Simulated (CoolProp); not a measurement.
Hydrogen chloride along the isotherm 620.5 K: Z from the reference equation and from simpler models built on Tc = 324.7 K, pc = 8314 kPa, ω = 0.130; each cubic takes its own stable root.

Values from CoolProp's reference Helmholtz-energy equation of state, Thol 2018.

```csv
p (kPa),phase,reference
2310,gas,0.9891
4620,gas,0.9791
6930,gas,0.9702
9240,supercritical,0.9622
11500,supercritical,0.9555
13900,supercritical,0.9494
16200,supercritical,0.9445
18500,supercritical,0.9405
20800,supercritical,0.9375
```

### Question
How far does each simpler model (Pitzer virial, van der Waals, Soave-Redlich-Kwong, Peng-Robinson) lie from the reference over these 9 states: mean and median of the absolute difference, and the worst?

### Answer
- Pitzer virial: mean 0.6 %, median 0.6 %, worst +0.9 % at 620.5 K and 9240 kPa
- van der Waals: mean 2.0 %, median 2.0 %, worst -3.9 % at 620.5 K and 20800 kPa
- Soave-Redlich-Kwong: mean 2.9 %, median 2.9 %, worst +5.0 % at 620.5 K and 20800 kPa
- Peng-Robinson: mean 0.8 %, median 0.8 %, worst +1.6 % at 620.5 K and 20800 kPa
